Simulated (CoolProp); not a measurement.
c-C4F8 (RC318) along the isobar 2.61 MPa: fugacity coefficient from the reference equation and from simpler models built on Tc = 388.4 K, pc = 2.778 MPa, ω = 0.355; each cubic takes its own stable root.

Values from CoolProp's reference Helmholtz-energy equation of state, Platzer 1990. This equation is an older, rougher fit; its heat capacities, sound speeds and derivatives of the liquid may be far off and weren't checked against measurements.

| T (K) | phase | reference |
|---|---|---|
| 321.5 | liquid | 0.2271 |
| 326.5 | liquid | 0.2546 |
| 331.6 | liquid | 0.2844 |
| 336.6 | liquid | 0.3154 |
| 341.6 | liquid | 0.3480 |
| 346.7 | liquid | 0.3830 |
| 351.7 | liquid | 0.4187 |
| 356.8 | liquid | 0.4564 |
| 361.8 | liquid | 0.4945 |
| 366.9 | liquid | 0.5343 |
| 371.9 | liquid | 0.5738 |
| 377 | liquid | 0.6144 |

**Question.** How far does each simpler model (van der Waals, Redlich-Kwong, Soave-Redlich-Kwong, Peng-Robinson) lie from the reference over these 12 states: mean and median of the absolute difference, and the worst?

**Answer.** 
- van der Waals: mean 42.0 %, median 37.9 %, worst +86.3 % at 321.5 K and 2.61 MPa
- Redlich-Kwong: mean 16.8 %, median 15.7 %, worst +33.6 % at 321.5 K and 2.61 MPa
- Soave-Redlich-Kwong: mean 1.2 %, median 1.4 %, worst +1.5 % at 336.6 K and 2.61 MPa
- Peng-Robinson: mean 2.3 %, median 2.2 %, worst -2.9 % at 377 K and 2.61 MPa
